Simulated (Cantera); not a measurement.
A perfectly stirred reactor is fed with CH4 : O2 : N2 = 1 : 1.5 : 4.18 (molar parts), equivalence ratio 1.3, at 1.18 atm; it is adiabatic with a 375 K inlet, and is followed from long to short residence time, starting on the burning branch (τ in s: 0.17, 0.074, 0.033, 0.015, 0.0066, 0.003, 0.0013, 0.00059, 0.00026, 0.00012, 5.2e-05, 2.3e-05, 1e-05).

Cantera simulation using GRI-Mech 3.0 (53 species, 325 reactions); the numbers are that mechanism's predictions, not measurements.

x: mole fraction; the columns are a selection and need not sum to one.

```
τ (s)    T (K)     x CH4      x O2    x HCN    x C2H4     x C2H  x H2O2
-------  -----  --------  --------  -------  --------  --------  ------
0.17      2332   6.45e-6  0.000123  1.35e-6  6.14e-10  3.88e-11     [?]
0.074     2328   1.21e-5  0.000167  2.82e-6   2.30e-9  1.43e-10     [?]
0.033     2321   2.05e-5  0.000245  5.30e-6   7.09e-9  4.46e-10     [?]
0.015     2312   3.23e-5  0.000379  9.00e-6   1.87e-8   1.21e-9     [?]
0.0066    2298   5.10e-5  0.000615  1.44e-5   4.71e-8   3.17e-9     [?]
0.0030    2281   8.12e-5  0.000986  2.15e-5   1.14e-7   7.88e-9     [?]
0.0013    2258  0.000141   0.00163  3.20e-5   3.08e-7   2.15e-8     [?]
0.00059   2233  0.000258   0.00265  4.64e-5   8.96e-7   5.92e-8     [?]
0.00026   2202  0.000532   0.00461  6.83e-5   3.30e-6   1.83e-7     [?]
0.00012   2156   0.00122   0.00866  9.13e-5   1.48e-5   5.50e-7     [?]
5.2e-5     375     0.150     0.225   <1e-12    <1e-12    <1e-12  <1e-12
2.3e-5     375     0.150     0.225   <1e-12    <1e-12    <1e-12  <1e-12
1.0e-5     375     0.150     0.225   <1e-12    <1e-12    <1e-12  <1e-12
```

### Question
Fill in the missing entries.

### Answer

- 0.17, x H2O2: 1.33e-8
- 0.074, x H2O2: 1.61e-8
- 0.033, x H2O2: 2.08e-8
- 0.015, x H2O2: 2.80e-8
- 0.0066, x H2O2: 3.89e-8
- 0.0030, x H2O2: 5.30e-8
- 0.0013, x H2O2: 7.19e-8
- 0.00059, x H2O2: 9.53e-8
- 0.00026, x H2O2: 1.33e-7
- 0.00012, x H2O2: 2.16e-7
